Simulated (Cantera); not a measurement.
What does this Cantera script print?

```python
import numpy as np
import cantera as ct

gas_names = [...]  # 113 gases of nasa_gas.yaml made of C, H, O, Ta
cond_names = """
    C(gr) C6H6(L) C7H8(L) C8H18(L),n-octa H2O(s) H2O(L) Ta(cr) Ta(L) TaC(s) TaC(L) Ta2O5(s) Ta2O5(L)
""".split()


# ... load() reads the species with a 1 bar reference pressure and builds the phases ...
atoms = {
    'Ta2O5': {'Ta': 2, 'O': 5},
    'CH4': {'C': 1, 'H': 4},
    'CO': {'C': 1, 'O': 1},
}
top_T = {'C(gr)': 4500}  # K; cautious upper limits of use, not melting points


# ... equilibrate(T, P, feed) seeds the gas with the atoms and calls Mixture.equilibrate('TP', solver="vcs", rtol=1e-11, max_steps=5000) ...
results = []
feed = {'Ta2O5': 1, 'CH4': 3.5, 'CO': 0.041}  # mol
T = 1523.15  # K
P = 9200  # Pa
mix = equilibrate(T, P, feed)
results.append((T, P, feed, dict(zip(mix.species_names, mix.species_moles))))
print(gas.report(threshold=0.001))
for i in range(1, mix.n_phases):
    print(f"{mix.phase(i).name:16s} {mix.phase_moles(i):12.5e} mol")
```

It prints:

```
       temperature   1523.2 K
          pressure   9200 Pa
           density   0.0065058 kg/m^3
  mean mol. weight   8.9555 kg/kmol
   phase of matter   gas

                          1 kg             1 kmol
                     ---------------   ---------------
          enthalpy        8.9321e+05        7.9991e+06  J
   internal energy       -5.2092e+05       -4.6651e+06  J
           entropy             24874        2.2275e+05  J/K
    Gibbs function       -3.6993e+07       -3.3129e+08  J
 heat capacity c_p            3708.1             33208  J/K
 heat capacity c_v            2779.7             24893  J/K

                      mass frac. Y      mole frac. X     chem. pot. / RT
                     ---------------   ---------------   ---------------
                CO           0.83131           0.26579            -39.25
                H2           0.16491           0.73254           -21.345
               H2O         0.0028405         0.0014121           -54.386
     [ +110 minor]        0.00094905         0.0002583

C(gr)             0.00000e+00 mol
Ta(cr)            0.00000e+00 mol
TaC(s)            1.00436e+00 mol
Ta2O5(s)          4.97819e-01 mol
```

Equilibrium computed with Cantera from the NASA thermochemical tables; the gas is ideal and each condensed phase is pure. Mutual solubility and eutectic melting of coexisting phases are not modelled. TaC: taken at fixed stoichiometry. Condensed phases not in the tables: Ta2C.
